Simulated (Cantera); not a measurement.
A closed system holds: 1 mol B2H6, 2.7 mol NH3, 13 mol H2, held at 40.0 Pa.

Equilibrium computed with Cantera from the NASA thermochemical tables; the gas is ideal and each condensed phase is pure. Candidate condensed phases: B, BN; 15 gas species. The feed counts by its element totals alone. Mutual solubility and eutectic melting of coexisting phases are not modelled. The tables' values for BH2 are old estimates; treat these amounts as uncertain. Equilibrium is a limit: real reactors are often held back by kinetics, nucleation or transport.

log p: log10 of the partial pressure in bar; n: condensed amount in mol.

```csv
T (K),log p H2,log p N2,log p H,log p BH2,log p B,log p BH,n BN(s),n B(s)
1175,-3.41,-5.16,-8.61,-14.24,<-15,<-15,2.00,0
1275,-3.41,-5.16,-7.84,-12.69,<-15,<-15,2.00,0
1375,-3.41,-5.16,-7.17,-11.37,<-15,<-15,2.00,0
1475,-3.41,-5.16,-6.59,-10.22,-13.74,-13.95,2.00,0
1575,-3.41,-5.16,-6.08,-9.23,-11.93,-12.41,2.00,0
1675,-3.41,-5.16,(withheld),-8.35,(withheld),(withheld),2.00,0
1775,-3.41,-5.17,(withheld),-7.58,(withheld),(withheld),2.00,0
1875,-3.43,-4.79,-4.90,-7.09,-7.84,-8.98,0.994,1.00
```

Question: Fill in the missing entries.

Answer: 
- 1675, log p H: -5.64
- 1675, log p B: -10.33
- 1675, log p BH: -11.06
- 1775, log p H: -5.24
- 1775, log p B: -8.92
- 1775, log p BH: -9.86
